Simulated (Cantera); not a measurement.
Cantera with NASA thermochemical tables; ideal gases at 1 bar, condensed phases pure. Values are per mole of reaction as written; species without (g) are pure solids or liquids, kept so even where they would boil at 1 bar. TaC: taken at fixed stoichiometry.

TaC + NH3(g) → Ta + 2 H(g) + HCN(g)

```
T (K)    ΔH° (kJ)   ΔS° (J/K)    ΔG° (kJ)     log10 K
-----  ----------  ----------  ----------  ----------
300         761.1       237.8       689.8     -120.09
1048        775.7       264.5       498.4      -24.84
1098   (withheld)  (withheld)  (withheld)  (withheld)
1148        776.7       265.5       471.9      -21.47
1198        777.2       265.9       458.7      -20.00
1248        777.7       266.3       445.4      -18.64
1298   (withheld)  (withheld)  (withheld)  (withheld)
1348        778.4       266.9       418.7      -16.22
1398   (withheld)  (withheld)  (withheld)  (withheld)
1448   (withheld)  (withheld)  (withheld)  (withheld)
1498        779.4       267.5       378.6      -13.20
```

Q: What belongs in the gaps?

A: 
- 1098, ΔH° (kJ): 776.2
- 1098, ΔS° (J/K): 265.0
- 1098, ΔG° (kJ): 485.2
- 1098, log10 K: -23.08
- 1298, ΔH° (kJ): 778.1
- 1298, ΔS° (J/K): 266.6
- 1298, ΔG° (kJ): 432.0
- 1298, log10 K: -17.39
- 1398, ΔH° (kJ): 778.8
- 1398, ΔS° (J/K): 267.1
- 1398, ΔG° (kJ): 405.3
- 1398, log10 K: -15.14
- 1448, ΔH° (kJ): 779.1
- 1448, ΔS° (J/K): 267.3
- 1448, ΔG° (kJ): 392.0
- 1448, log10 K: -14.14
